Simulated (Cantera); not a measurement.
A closed system holds: 1 mol (CH₃)₂SiCl₂, 0.029 mol C₃H₈, 610 mol H₂, equilibrated at 1400 K and 0.150 bar.

These are equilibrium values from Cantera (NASA tables, ideal gas, pure condensed phases), not measurements of a reactor. Candidate condensed phases: C, C₆H₆, C₇H₈, C₈H₁₈, Si, SiC; 109 gas species. The feed counts by its element totals alone. Kinetics and transport are ignored.

Base state: H₂ 0.996, HCl 0.00326, CH₄ 0.000643, H 1.25e-5 (mole fractions); condensed: C(graphite) + SiC(s).

Q: What changes in the equilibrium state with this change: (CH₃)₂SiCl₂ replaced by SiHCl₃?

A: 
```json
[
 {"species": "H₂", "before": "0.996", "after": "0.995"},
 {"species": "HCl", "before": "0.00326", "after": "0.00476"},
 {"species": "SiCl₂", "before": "1.51e-7", "after": "6.72e-5"},
 {"species": "CH₄", "before": "0.000643", "after": "3.08e-6"},
 {"species": "H", "before": "1.25e-5", "after": "1.25e-5"},
 {"species": "C(graphite), mol", "before": "0.689", "after": "0"},
 {"species": "SiC(s), mol", "before": "1.000", "after": "0.0851"},
 {"species": "Si(s), mol", "before": "0", "after": "0.872"}
]
```
Mutual solubility and eutectic melting of coexisting phases are not modelled.

Q: What changes in the equilibrium state with this change: (CH₃)₂SiCl₂ replaced by Si(CH₃)₄?

A: 
| species | before | after |
|---|---|---|
| H₂ | 0.996 | 0.999 |
| CH₄ | 0.000643 | 0.000647 |
| H | 1.25e-5 | 1.26e-5 |
| HCl | 0.00326 | 0 |
| C(graphite), mol | 0.689 | 2.68 |
| SiC(s), mol | 1.000 | 1.000 |

Q: What changes in the equilibrium state with this change: (CH₃)₂SiCl₂ replaced by SiCl₄?

A: 
```json
[
 {"species": "H₂", "before": "0.996", "after": "0.994"},
 {"species": "HCl", "before": "0.00326", "after": "0.00629"},
 {"species": "SiCl₂", "before": "1.51e-7", "after": "0.000117"},
 {"species": "CH₄", "before": "0.000643", "after": "3.07e-6"},
 {"species": "H", "before": "1.25e-5", "after": "1.25e-5"},
 {"species": "C(graphite), mol", "before": "0.689", "after": "0"},
 {"species": "SiC(s), mol", "before": "1.000", "after": "0.0851"},
 {"species": "Si(s), mol", "before": "0", "after": "0.840"}
]
```
Mutual solubility and eutectic melting of coexisting phases are not modelled.
